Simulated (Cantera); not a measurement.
An adiabatic, constant-volume homogeneous reactor starts with C3H8 : O2 : N2 = 1 : 9.8 : 36.9 (molar parts), at 1800 K and 1.01 bar.

Detailed kinetics in Cantera: GRI-Mech 3.0 (53 species, 325 reactions). GRI-Mech 3.0 was tuned for natural gas; its chemistry of propane as a main component is partial and can be far from experiment.

x: mole fraction; the columns are a selection and need not sum to one.

```tsv
t (s)	T (K)	P (bar)	x C3H8	x O2	x CH2O	x H	x O	x CH2
3.00e-6	1768	1.00	0.0151	0.202	0.000640	0.000202	6.61e-5	9.57e-6
6.69e-6	1812	1.04	0.00574	0.190	0.00299	0.000688	0.000251	3.45e-5
1.49e-5	2394	1.44	<1e-12	(withheld)	(withheld)	(withheld)	(withheld)	(withheld)
3.32e-5	2494	1.49	<1e-12	0.0951	4.35e-11	0.0103	0.0238	<1e-12
7.41e-5	2630	1.56	<1e-12	0.0953	3.74e-11	0.00654	0.0180	<1e-12
0.000165	2747	1.62	<1e-12	0.0951	3.41e-11	0.00391	0.0130	<1e-12
0.000368	2769	1.63	<1e-12	0.0937	3.35e-11	0.00338	0.0117	<1e-12
0.000820	2763	1.62	<1e-12	0.0912	3.27e-11	0.00327	0.0112	<1e-12
0.00183	2754	1.62	<1e-12	0.0883	3.18e-11	0.00315	0.0107	<1e-12
0.00408	2750	1.61	<1e-12	0.0866	3.13e-11	0.00308	0.0103	<1e-12
0.00909	2749	1.61	<1e-12	0.0863	3.12e-11	0.00307	0.0103	<1e-12
0.0203	2749	1.61	<1e-12	0.0863	3.12e-11	0.00307	0.0103	<1e-12
0.0451	2749	1.61	<1e-12	0.0863	3.12e-11	0.00307	0.0103	<1e-12
0.101	2749	1.61	<1e-12	0.0863	3.12e-11	0.00307	0.0103	<1e-12
0.224	2749	1.61	<1e-12	0.0863	3.12e-11	0.00307	0.0103	<1e-12
0.500	2749	1.61	<1e-12	0.0863	3.12e-11	0.00307	0.0103	<1e-12
```

Task: Some entries are withheld; supply them.

Result: 
- 1.49e-5, x O2: 0.106
- 1.49e-5, x CH2O: 1.32e-7
- 1.49e-5, x H: 0.00828
- 1.49e-5, x O: 0.0200
- 1.49e-5, x CH2: 8.67e-8
